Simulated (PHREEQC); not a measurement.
Dissolve 19 mmol/kgw CO2 and 15 mmol/kgw K3PO4 at 25 °C. Closed to the air; pH follows from the charge balance.

The numbers come from PHREEQC with the ion-association model, wateq4f.dat.

Precipitation was switched off in this run.

Order these C species by the share of C that they hold, largest first: HCO3-, CO2, CO3-2.

HCO3- (95 %), CO2 (5.2 %), CO3-2 (0.26 %)

Order these P species by the share of P that they hold, largest first: KHPO4-, H2PO4-, HPO4-2.

HPO4-2 (77 %), H2PO4- (20 %), KHPO4- (2.9 %)

The pH is 7.52 and the ionic strength 0.0561 mol/kgw. H3PO4, which wateq4f.dat lacks, is added to it with the constant of phreeqc.dat.
